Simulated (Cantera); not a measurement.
Source: NASA polynomial tables (part measured, part estimated), evaluated in Cantera. Values are per mole of reaction as written; species without (g) are pure solids or liquids, kept so even where they would boil at 1 bar.

2 CS2(g) + 3 Ca(g) + SO2(g) ⇌ 3 CaS + 2 COS(g)

| T (K) | ΔH° (kJ) | ΔS° (J/K) | ΔG° (kJ) | log10 K |
|---|---|---|---|---|
| 400 | ___ | ___ | ___ | ___ |
| 600 | -2156.5 | -531.9 | -1837.3 | 159.95 |
| 800 | ___ | ___ | ___ | ___ |
| 1000 | -2141.1 | -512.3 | -1628.8 | 85.08 |
| 1200 | -2132.7 | -504.7 | -1527.1 | 66.47 |
| 1400 | -2123.9 | -497.9 | -1426.8 | 53.24 |
| 1600 | -2114.7 | -491.7 | -1327.9 | 43.35 |
| 1800 | -2105.0 | -486.0 | -1230.1 | 35.70 |
| 2000 | -2094.9 | -480.7 | -1133.5 | 29.60 |

Fill in the missing entries.


- 400, ΔH° (kJ): -2163.6
- 400, ΔS° (J/K): -546.2
- 400, ΔG° (kJ): -1945.1
- 400, log10 K: 254.00
- 800, ΔH° (kJ): -2149.0
- 800, ΔS° (J/K): -521.1
- 800, ΔG° (kJ): -1732.1
- 800, log10 K: 113.09
